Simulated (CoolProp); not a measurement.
Computed with CoolProp (reference Helmholtz-energy equation of state, Gao 2022).

### Question
For n-perfluorohexane, give the phase and the Z, cp (kJ/(kg K)), cv (kJ/(kg K)), expansivity (1/kK) at 408.4 K and 91.4 bar; 418.8 K and 91.4 bar.

### Answer
- 408.4 K and 91.4 bar: liquid; Z 0.647, cp 1.17, cv 0.982, expansivity 2.19
- 418.8 K and 91.4 bar: liquid; Z 0.645, cp 1.18, cv 0.993, expansivity 2.30
